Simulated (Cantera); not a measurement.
## (CH3)2SiCl2 + C2H2 + H2 (silicon carbide growth)

Feed: 1 mol (CH3)2SiCl2, 0.072 mol C2H2, 39 mol H2, at 2200 °C and 0.133 bar.

Cantera equilibrium calculation (NASA polynomials, part measured and part estimated; ideal gas, pure solids and liquids). Candidate condensed phases: C, C6H6, C7H8, C8H18, Si, SiC; 109 gas species. The feed counts by its element totals alone. The tables' values for SiCl are old estimates; treat these amounts as uncertain. Gases not in the tables: Si2H6 and higher silanes. Equilibrium is a limit: real reactors are often held back by kinetics, nucleation or transport.

```
Quantity                              Value
--------------------------------  ---------
x(H2)                                 0.880
x(H)                                 0.0573
x(HCl)                               0.0409
x(C2H2 (acetylene))                 0.00849
x(Si)                               0.00653
x(Cl)                               0.00189
x(SiC2)                             0.00157
x(Si2C)                            0.000871
x(SiCl2)                           0.000645
n(C(graphite))                    0.722 mol
n(SiC(s))                         0.468 mol
gas amount                        44.83 mol
log10 activity of Si(l) (absent)      -0.65
```
